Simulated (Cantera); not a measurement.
A perfectly stirred reactor is fed with 11.2 % CH4, 8.77 % H2, 16.8 % O2, 63.2 % N2, equivalence ratio 1.6, at 12.0 bar; it is adiabatic with a 375 K inlet, and is followed from long to short residence time, starting on the burning branch (τ in s: 0.14, 0.044, 0.014, 0.0044, 0.0014, 0.00043, 0.00014, 4.3e-05, 1.3e-05, 4.2e-06).

Model: GRI-Mech 3.0 (53 species, 325 reactions), integrated in Cantera. The pressure lies above the range GRI-Mech 3.0 was tuned for (to about 10 atm).

Predict: blow-out, bracketed by the residence times tried; x(CH4) at τ = 0.140 s; x(H2) at τ = 0.140 s; x(O2) at τ = 0.140 s; x(H2O) at τ = 0.140 s; x(C2H4) at τ = 0.140 s; x(CH4) at τ = 0.430 ms; x(H2) at τ = 0.430 ms; x(O2) at τ = 0.430 ms; x(H2O) at τ = 0.430 ms; x(C2H4) at τ = 0.430 ms.


* **blow-out, bracketed by the residence times tried**: burning at 0.430 ms, out at 0.140 ms
* **x(CH4) at τ = 0.140 s**: 0.00167
* **x(H2) at τ = 0.140 s**: 0.108
* **x(O2) at τ = 0.140 s**: 4.60e-5
* **x(H2O) at τ = 0.140 s**: 0.185
* **x(C2H4) at τ = 0.140 s**: 5.47e-6
* **x(CH4) at τ = 0.430 ms**: 0.0148
* **x(H2) at τ = 0.430 ms**: 0.0679
* **x(O2) at τ = 0.430 ms**: 0.00799
* **x(H2O) at τ = 0.430 ms**: 0.201
* **x(C2H4) at τ = 0.430 ms**: 0.000545
